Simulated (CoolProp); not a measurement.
A single-stage vapour-compression cycle with the fluid: evaporating at 329.15 K (dew point), condensing at 397.15 K (bubble point), superheat 2 K, subcooling 2 K, compressor efficiency 0.65, no pressure losses. The same conditions are run with several fluids, on thermodynamics alone (safety and materials aside).

The numbers come from the reference Helmholtz-energy equation of state of each fluid (n-perfluoropentane: Gao 2022; R123: Younglove 1994; R365MFC: Lemmon 2016; R21: Platzer 1990; isohexane: Lemmon 2006) in CoolProp. The equations of Platzer and Polt are older, rougher fits.

### Question
Rank n-perfluoropentane, R123, R365MFC, R21, isohexane by cooling COP, highest first.

### Answer
R21 (2.30), R123 (2.08), isohexane (1.98), R365MFC (1.84), n-perfluoropentane (0.282)

| fluid | pressure ratio | discharge temperature (K) | refrigerating effect (kJ/kg) | volumetric capacity (kJ/m³) |
|---|---|---|---|---|
| n-perfluoropentane | 5.25 | 397.2 | 4.54 | 130 |
| R123 | 5.10 | 403.2 | 85.0 | 1310 |
| R365MFC | 5.82 | 397.1 | 80.9 | 806 |
| R21 | 4.52 | 438.2 | 135 | 2630 |
| isohexane | 6.06 | 397.2 | 160 | 462 |

The compression ends wet for: n-perfluoropentane; R365MFC; isohexane.
